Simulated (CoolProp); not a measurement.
Vapour-liquid equilibrium of CHF3 (R23) (1) + C2F6 (R116) (2) at 20.4 bar; x and y are mole fractions of (1).

Model: multi-fluid Helmholtz-energy mixture model, Penoncello 2003 and Lemmon 2006; pair parameters Bell 2016, in CoolProp.

```csv
x,"bubble temperature, mixture model (°C)","bubble temperature, Raoult's law (°C)","y, mixture model","y, Raoult's law"
0.05,0.6,3.2,0.089,0.067
0.15,-4.4,1.9,0.237,0.193
0.25,-7.7,0.6,0.348,0.311
0.35,-10.0,-0.6,0.437,0.421
0.45,-11.3,-1.7,0.511,0.525
0.55,-12.1,-2.8,0.580,0.623
0.65,-12.3,-3.9,0.647,0.715
0.75,-12.0,-4.9,0.720,0.802
0.85,-10.9,-5.9,0.808,0.884
0.95,-8.8,-6.8,0.925,0.962
```

The largest gap from Raoult's law is -9.6 K in bubble temperature, at x = 0.45. y crosses x between x = 0.55 and 0.65: the model has an azeotrope there.

Pair parameters are fitted to limited data, so mixtures are less certain than the pure fluids.
